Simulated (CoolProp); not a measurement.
R143a at 293.15 K and 1.77 MPa flows at 16 m/s in a round tube of 4.6 mm bore and 0.25 µm roughness, fully developed (64/Re and Nu = 3.66 if laminar; Colebrook and Gnielinski if turbulent). Each further row changes one setting.

Model: reference Helmholtz-energy equation of state, Lemmon and Jacobsen 2000, in CoolProp.

```
case             Reynolds number  Darcy friction factor  pressure drop (Pa/m)  heat-transfer coefficient (W/(m² K))  mass flow (kg/h)
---------------  ---------------  ---------------------  --------------------  ------------------------------------  ----------------
as stated                 591000                 0.0136                361000                                 28300               916
velocity 32 m/s          1180000                 0.0125               1330000                                 52900              1830
diameter 9.2 mm          1180000                 0.0120                159000                                 25500              3660
```

Viscosity comes from a separate model (Klein 1997), an estimate that may be off by 10 % or more. Thermal conductivity comes from a separate model (McLinden 2000), an estimate that may be off by 10 % or more.
